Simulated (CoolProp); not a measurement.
Saturation properties of R1123.

Values from CoolProp's reference Helmholtz-energy equation of state, Akasaka 2020.

```csv
T (K),p (kPa),liquid density (kg/m³),vapour density (kg/m³),enthalpy of vaporisation (kJ/kg),liquid cp (kJ/(kg K))
257.2,659.5,1189,29.22,188.4,1.405
261.9,768.8,1170,34.04,183.8,1.426
266.6,891.1,1151,39.50,179.0,1.450
271.3,1027,1131,45.69,173.9,1.477
276,1178,1111,52.70,168.6,1.507
280.7,1345,1089,60.65,163.0,1.543
285.4,1529,1066,69.69,157.0,1.585
290.1,1731,1042,80.01,150.6,1.634
294.8,1952,1017,91.82,143.7,1.695
299.5,2194,989.7,105.5,136.2,1.770
304.2,2458,960.3,121.4,128.1,1.868
308.9,2744,928.2,140.2,119.1,1.999
313.6,3056,892.4,162.9,108.9,2.191
```

It boils at 211.9 K under 1 atm.
